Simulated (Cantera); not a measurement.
A freely propagating, adiabatic, planar premixed flame of C3H8 : O2 : N2 : H2O = 1 : 6.85 : 25.8 : 1.4 (molar parts), equivalence ratio 0.73, unburnt at 550 K and 7500 Torr; mixture-averaged transport, grid criteria slope 0.08 and curve 0.16, no radiation.

Detailed kinetics in Cantera: GRI-Mech 3.0 (53 species, 325 reactions). GRI-Mech 3.0 was tuned for natural gas; its chemistry of propane as a main component is partial and can be far from experiment. Burning velocities carry a grid error of a few per cent, more on coarse grids.

Q: How do the results move with these cheaper or finer settings: unity-Lewis-number transport; multicomponent transport; multicomponent+Soret transport; grid criteria slope 0.5, curve 1; grid criteria slope 0.25, curve 0.5; grid criteria slope 0.03, curve 0.06?

A: 
```tsv
setting	laminar burning velocity	thermal thickness	peak x(C2H6)	peak x(HO2)	grid points
as above	36.3 cm/s	0.0715 mm	0.000370	0.000392	150
unity-Lewis-number transport	33.7 cm/s	0.0721 mm	0.000255	0.000310	133
multicomponent transport	36.9 cm/s	0.0719 mm	0.000380	0.000393	150
multicomponent+Soret transport	36.8 cm/s	0.0719 mm	0.000387	0.000391	150
grid criteria slope 0.5, curve 1	40.5 cm/s	0.0774 mm	0.000352	0.000380	35
grid criteria slope 0.25, curve 0.5	38.1 cm/s	0.0736 mm	0.000366	0.000389	59
grid criteria slope 0.03, curve 0.06	35.5 cm/s	0.0711 mm	0.000371	0.000391	350
```
The base run took very roughly 30 core-seconds.
Unity Lewis numbers drop preferential diffusion, which matters most where H2 and H carry the flame; Soret adds thermal diffusion.
